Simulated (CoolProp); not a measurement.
A single-stage vapour-compression cycle with R236EA: evaporating at 273.15 K (dew point), condensing at 306.15 K (bubble point), superheat 0 K, subcooling 8 K, compressor efficiency 0.9, no pressure losses. Each further row changes one setting.

Values from CoolProp's reference Helmholtz-energy equation of state, Rui 2013.

```tsv
case	cooling COP	pressure ratio	discharge temperature (K)	refrigerating effect (kJ/kg)	volumetric capacity (kJ/m³)
as stated	6.83	3.45	306.2	137	747
evaporating temperature 278.15 K	8.39	2.79	306.2	___	935
condensing temperature 301.15 K	___	2.92	301.2	144	781
subcooling 13 K	7.14	3.45	306.2	144	781
superheat 10 K	___	3.45	311.9	___	___
compressor efficiency 0.8	6.07	3.45	306.2	137	747
```

**Question.** Complete the blanks.

**Answer.** 
- evaporating temperature 278.15 K, refrigerating effect (kJ/kg): 141
- condensing temperature 301.15 K, cooling COP: 8.26
- superheat 10 K, cooling COP: 6.91
- superheat 10 K, refrigerating effect (kJ/kg): 146
- superheat 10 K, volumetric capacity (kJ/m³): 760

The compression ends wet for: as stated; evaporating temperature 278.15 K; condensing temperature 301.15 K; subcooling 13 K; compressor efficiency 0.8.
